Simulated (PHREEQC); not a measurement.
Solution (25 °C): 0.009 mol CaCl2, 0.0063 mol Na2SO4 and 0.22 mol KBr per kg of water. Closed to the air; pH follows from the charge balance.

Model: ion-association model, phreeqc.dat, run in PHREEQC.

**Question.** The ionic strength comes out as 0.261 mol/kgw. What activity coefficients do Ca+2, NaSO4-, Br-, Na+, KSO4- get?

**Answer.** Ca+2 0.30, NaSO4- 0.73, Br- 0.67, Na+ 0.74, KSO4- 0.73.

Precipitation was switched off in this run.
